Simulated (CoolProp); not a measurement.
A Linde-Hampson liquefier for carbon monoxide: isothermal reversible compression at 200 K from 1 atm to 40 MPa, throttling to 1 atm, return gas leaving the recuperator 2 K below the feed. Each further row changes one setting.

Computed with CoolProp (reference Helmholtz-energy equation of state, Lemmon 2006). It is a short technical equation, of lower accuracy than the large ones.

```json
[
 {"case": "as stated", "liquid yield per pass": "[?]", "compression work (kJ/kg of gas)": "335"},
 {"case": "high pressure 80 MPa", "liquid yield per pass": "0.208", "compression work (kJ/kg of gas)": "402"},
 {"case": "warm-end temperature 230 K", "liquid yield per pass": "[?]", "compression work (kJ/kg of gas)": "[?]"},
 {"case": "warm-end gap 7 K", "liquid yield per pass": "0.263", "compression work (kJ/kg of gas)": "335"}
]
```

Q: Fill in the missing entries.

A: 
- as stated, liquid yield per pass: 0.275
- warm-end temperature 230 K, liquid yield per pass: 0.204
- warm-end temperature 230 K, compression work (kJ/kg of gas): 399
